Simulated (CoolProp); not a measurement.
Vapour pressure (MPa) of n-heptane: the reference equation beside estimates from Tc = 268.1 °C, pc = 2.774 MPa, ω = 0.349. Clausius-Clapeyron is anchored at 125.95 °C with a constant enthalpy of vaporisation of 29.64 kJ/mol.

The numbers come from the reference Helmholtz-energy equation of state, Span 2003 in CoolProp. It is a short technical equation, of lower accuracy than the large ones.

```json
[
 {"T (°C)": "35.45", "reference": "0.01004", "Lee-Kesler": "0.009586", "Clausius-Clapeyron": "0.01554", "van der Waals": "0.1784", "Soave-Redlich-Kwong": "0.009727", "Peng-Robinson": "0.01015"},
 {"T (°C)": "53.55", "reference": "0.02180", "Lee-Kesler": "0.02107", "Clausius-Clapeyron": "0.02948", "van der Waals": "0.2495", "Soave-Redlich-Kwong": "0.02125", "Peng-Robinson": "0.02182"},
 {"T (°C)": "71.65", "reference": "0.04294", "Lee-Kesler": "0.04197", "Clausius-Clapeyron": "0.05228", "van der Waals": "0.3377", "Soave-Redlich-Kwong": "0.04212", "Peng-Robinson": "0.04274"},
 {"T (°C)": "89.75", "reference": "0.07806", "Lee-Kesler": "0.07702", "Clausius-Clapeyron": "0.08755", "van der Waals": "0.4448", "Soave-Redlich-Kwong": "0.07706", "Peng-Robinson": "0.07745"},
 {"T (°C)": "107.85", "reference": "0.1327", "Lee-Kesler": "0.1319", "Clausius-Clapeyron": "0.1396", "van der Waals": "0.5722", "Soave-Redlich-Kwong": "0.1318", "Peng-Robinson": "0.1316"},
 {"T (°C)": "125.95", "reference": "0.2134", "Lee-Kesler": "0.2132", "Clausius-Clapeyron": "0.2134", "van der Waals": "0.7214", "Soave-Redlich-Kwong": "0.2132", "Peng-Robinson": "0.2116"},
 {"T (°C)": "144.05", "reference": "0.3274", "Lee-Kesler": "0.3281", "Clausius-Clapeyron": "0.3145", "van der Waals": "0.8936", "Soave-Redlich-Kwong": "0.3287", "Peng-Robinson": "0.3252"},
 {"T (°C)": "162.15", "reference": "0.4826", "Lee-Kesler": "0.4842", "Clausius-Clapeyron": "0.4486", "van der Waals": "1.090", "Soave-Redlich-Kwong": "0.4868", "Peng-Robinson": "0.4805"},
 {"T (°C)": "180.25", "reference": "0.6879", "Lee-Kesler": "0.6901", "Clausius-Clapeyron": "0.6221", "van der Waals": "1.312", "Soave-Redlich-Kwong": "0.6964", "Peng-Robinson": "0.6870"},
 {"T (°C)": "198.25", "reference": "0.9513", "Lee-Kesler": "0.9537", "Clausius-Clapeyron": "0.8400", "van der Waals": "1.558", "Soave-Redlich-Kwong": "0.9655", "Peng-Robinson": "0.9529"},
 {"T (°C)": "216.35", "reference": "1.287", "Lee-Kesler": "1.289", "Clausius-Clapeyron": "1.111", "van der Waals": "1.833", "Soave-Redlich-Kwong": "1.307", "Peng-Robinson": "1.292"},
 {"T (°C)": "234.45", "reference": "1.707", "Lee-Kesler": "1.708", "Clausius-Clapeyron": "1.440", "van der Waals": "2.135", "Soave-Redlich-Kwong": "1.731", "Peng-Robinson": "1.716"}
]
```

Absolute difference from the reference over all 12 rows, mean and median: Lee-Kesler 1.1 and 0.3 %, Clausius-Clapeyron 15.9 and 11.9 %, van der Waals 414.0 and 205.5 %, Soave-Redlich-Kwong 1.4 and 1.3 %, Peng-Robinson 0.5 and 0.5 %.
